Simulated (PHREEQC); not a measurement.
A PHREEQC input (ion-association model, phreeqc.dat):

```
SOLUTION 1
  temp 45
  units g/L
  pH 6.44
  pe 12.9
  Na 0.482
  K 0.666
  Ca 1.23
  Mg 0.165
  Cl 1.07
  S(6) 0.625 as SO4
  Alkalinity 4.17 as HCO3
  Br 0.0143
END
USE solution 1
EQUILIBRIUM_PHASES 1
  Quartz 0 0.5
  CO2(g) -3.4 10
END
```

The run finishes without an error or a warning.

Its last state differs from that of the intended input:

```
quantity                    as run  intended
------------------------  --------  --------
pH                            9.39      7.18
ionic strength (mol/kgw)    0.0853  0.000156
HCO3- (mol/kgw)             0.0135   6.68e-5
H3SiO4- (mol/kgw)         0.000169   8.21e-7
CO3-2 (mol/kgw)            0.00421   6.69e-8
CaSO4 (mol/kgw)            0.00128   3.59e-8
```

### Question
One thing in the input isn't as intended. What explains the difference?

### Answer
This is not unique; one that fits is The fault: the units line changed with the numbers kept. The line should read `units mg/L` where the input has `units g/L`.
